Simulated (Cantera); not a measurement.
Thermodynamics of fluorocarbon and chlorocarbon gases, feed CF4 + H2

Input: 1 mol CF4, 3.8 mol H2, at 3123 K and 0.0580 bar.

Method: chemical equilibrium by Gibbs-energy minimisation in Cantera with the NASA 1993 tables (ideal gas, pure condensed phases). Candidate condensed phases: C, C6H6, C7H8, C8H18; 95 gas species. The numbers say what is thermodynamically allowed, not how fast it happens.

```
Quantity                 Value
-------------------  ---------
x(HF)                    0.549
x(H)                     0.298
x(H2)                   0.0999
x(C3)                   0.0189
x(F)                    0.0126
x(C2H2 (acetylene))    0.00876
x(C2H)                 0.00531
x(C)                   0.00269
x(C2)                  0.00197
n(C(graphite))       0.305 mol
gas amount           7.100 mol
```
